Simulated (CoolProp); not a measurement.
Normal hydrogen along the isotherm -238.95 °C: density (kg/m³) from the reference equation and from simpler models built on Tc = -240.0 °C, pc = 1.296 MPa, ω = -0.219; each cubic takes its own stable root.

Computed with CoolProp (reference Helmholtz-energy equation of state, Leachman 2009).

```
p (MPa)          phase  reference  van der Waals  Soave-Redlich-Kwong  Peng-Robinson
-------  -------------  ---------  -------------  -------------------  -------------
0.194              gas      1.442          1.437                1.446          1.454
0.389              gas      3.051          3.027                3.068          3.105
0.583              gas      4.864          4.803                4.905          5.000
0.778              gas      6.989          6.864                7.070          7.263
0.972              gas      9.574          9.341                9.718          10.07
1.17               gas      13.12          12.69                13.36          14.00
1.36     supercritical      18.91          18.07                19.22          20.48
1.56     supercritical      37.66          31.37                34.95          38.18
1.75     supercritical      44.67          35.54                41.19          45.32
1.94     supercritical      47.70          37.83                44.55          49.17
```
